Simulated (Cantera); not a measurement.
Input: 1 mol Al2O3, 5.2 mol BCl3, 20 mol O2, equilibrated at 12.0 Pa.

Cantera equilibrium calculation (NASA polynomials, part measured and part estimated; ideal gas, pure solids and liquids). Candidate condensed phases: Al, AlCl3, Al2O3, B, B2O3; 30 gas species. Mutual solubility and eutectic melting of coexisting phases are not modelled. The tables' values for BOCl are old estimates; treat these amounts as uncertain. Condensed phases not in the tables: borates and borosilicate glass, alloys, solid solutions and most ternary compounds. The numbers say what is thermodynamically allowed, not how fast it happens. All values below are at 1248 K.

Base state: O2 0.583, Cl 0.269, Cl2 0.148, B2O3 0.000346, BOCl 0.000323, ClO 8.08e-5, BO2 4.06e-5 (mole fractions); condensed: Al2O3(s) + B2O3(l).

Q: What changes in the equilibrium state with this change: pressure from 12.0 Pa to 13.3 mbar?

A: 
```tsv
species	before	after
O2	0.583	0.661
Cl2	0.148	0.302
Cl	0.269	0.0364
BOCl	0.000323	1.31e-5
B2O3	0.000346	3.11e-6
BO2	4.06e-5	1.22e-6
Al2O3(s), mol	1.000	1.000
B2O3(l), mol	2.59	2.60
```
